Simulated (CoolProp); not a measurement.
Vapour-liquid equilibrium of n-hexane (1) + dimethyl carbonate (2) at 2.39 bar; x and y are mole fractions of (1).

The numbers come from the multi-fluid Helmholtz-energy mixture model, Thol 2019 and Zhou 2011; pair parameters Bell 2016 in CoolProp.

| x | bubble temperature, mixture model (°C) | bubble temperature, Raoult's law (°C) | y, mixture model | y, Raoult's law |
|---|---|---|---|---|
| 0.05 | 112.3 | 118.4 | 0.209 | 0.081 |
| 0.2 | 101.6 | 114.8 | 0.475 | 0.297 |
| 0.35 | 97.8 | 111.5 | 0.571 | 0.479 |
| 0.5 | 96.1 | 108.3 | 0.629 | 0.634 |
| 0.65 | 95.3 | 105.2 | 0.687 | 0.765 |
| 0.8 | 95.4 | 102.4 | 0.770 | 0.876 |
| 0.95 | 97.3 | 99.7 | 0.920 | 0.971 |

The largest gap from Raoult's law is -13.7 K in bubble temperature, at x = 0.35. y crosses x between x = 0.65 and 0.8: the model has an azeotrope there.

The pair parameters rest on a limited set of measurements; away from them the model extrapolates.
